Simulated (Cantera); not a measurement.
# Premixed flame

A freely propagating, adiabatic, planar premixed flame of CH4 : C2H6 : O2 : N2 : H2O = 1 : 0.11 : 1.59 : 5.98 : 1.9 (molar parts), unburnt at 650 K and 670000 Pa; multicomponent+Soret transport, grid criteria slope 0.08 and curve 0.16, no radiation.

Detailed kinetics in Cantera: GRI-Mech 3.0 (53 species, 325 reactions). Burning velocities carry a grid error of a few per cent, more on coarse grids.

| z (mm) | T (K) | u (m/s) | x CH4 | x C2H6 | x O2 | x CH3 | x H2O | x HCN |
|---|---|---|---|---|---|---|---|---|
| -0.880 | 651 | 0.188 | 0.0942 | 0.0104 | 0.150 | <1e-8 | 0.179 | <1e-8 |
| -0.587 | 659 | 0.191 | 0.0931 | 0.0103 | 0.149 | <1e-8 | 0.179 | <1e-8 |
| -0.440 | 684 | 0.199 | 0.0909 | 0.0103 | 0.147 | <1e-8 | 0.181 | <1e-8 |
| -0.293 | 775 | 0.228 | 0.0843 | 0.00985 | 0.139 | 3.71e-8 | 0.188 | 2.48e-8 |
| -0.147 | 1111 | 0.332 | 0.0618 | 0.00660 | 0.104 | 1.85e-5 | 0.224 | 1.54e-7 |
| -0.0733 | 1411 | 0.428 | 0.0403 | 0.00279 | 0.0670 | 0.000255 | 0.260 | 3.35e-7 |
| 0 | 1686 | 0.517 | 0.0205 | 0.000639 | 0.0312 | 0.000698 | 0.293 | 6.73e-7 |
| 0.0733 | 1835 | 0.566 | 0.0109 | 0.000131 | 0.0119 | 0.000678 | 0.308 | 1.19e-6 |
| 0.147 | 1894 | 0.584 | 0.00760 | 3.83e-5 | 0.00479 | 0.000464 | 0.312 | 1.58e-6 |
| 0.293 | 1926 | 0.594 | 0.00557 | 8.79e-6 | 0.00110 | 0.000241 | 0.311 | 1.88e-6 |
| 0.587 | 1932 | 0.597 | 0.00420 | 2.79e-6 | 0.000112 | 0.000135 | 0.306 | 1.99e-6 |
| 1.17 | 1928 | 0.597 | 0.00302 | 1.20e-6 | 2.29e-6 | 8.64e-5 | 0.300 | 2.00e-6 |
| 2.35 | 1922 | 0.597 | 0.00199 | 4.79e-7 | 5.78e-8 | 5.26e-5 | 0.296 | 1.84e-6 |
x: mole fraction of selected species; z is measured from the peak of heat release.

* **laminar burning velocity**: 18.8 cm/s
* **thermal thickness**: 0.293 mm
* **peak x(CH3)**: 0.000752
* **peak x(HCN)**: 2.01e-6
* **grid points**: 124
